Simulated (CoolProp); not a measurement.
Vapour pressure (bar) of the fluoroketone C6F12O (FK-5-1-12): the reference equation beside estimates from Tc = 168.7 °C, pc = 18.69 bar, ω = 0.471.

Model: reference Helmholtz-energy equation of state, McLinden 2015, in CoolProp.

| T (°C) | reference | Redlich-Kwong | Soave-Redlich-Kwong |
|---|---|---|---|
| -70.65 | 0.0005304 | 0.01160 | 0.0006091 |
| -67.35 | 0.0007624 | 0.01494 | 0.0008629 |
| -64.05 | 0.001080 | 0.01906 | 0.001207 |
| -60.75 | 0.001510 | 0.02408 | [?] |
| -57.35 | 0.002105 | 0.03034 | [?] |
| -54.05 | [?] | 0.03764 | 0.003100 |
| -50.75 | 0.003865 | [?] | 0.004139 |
| -47.45 | 0.005150 | 0.05657 | 0.005471 |
| -44.15 | 0.006792 | 0.06858 | [?] |
| -40.85 | [?] | 0.08256 | 0.009290 |
| -37.55 | 0.01147 | 0.09874 | 0.01195 |
| -34.25 | 0.01470 | 0.1174 | 0.01523 |
| -30.95 | 0.01869 | [?] | 0.01926 |
| -27.65 | 0.02356 | 0.1629 | 0.02418 |
| -24.35 | 0.02947 | 0.1904 | 0.03013 |

Task: Fill in the missing entries.

Result: 
- -60.75, Soave-Redlich-Kwong: 0.001667
- -57.35, Soave-Redlich-Kwong: 0.002297
- -54.05, reference: 0.002868
- -50.75, Redlich-Kwong: 0.04632
- -44.15, Soave-Redlich-Kwong: 0.007162
- -40.85, reference: 0.008868
- -30.95, Redlich-Kwong: 0.1387

Absolute difference from the reference over all 15 rows, mean and median: Redlich-Kwong 1115.8 and 998.4 %, Soave-Redlich-Kwong 7.1 and 6.2 %.
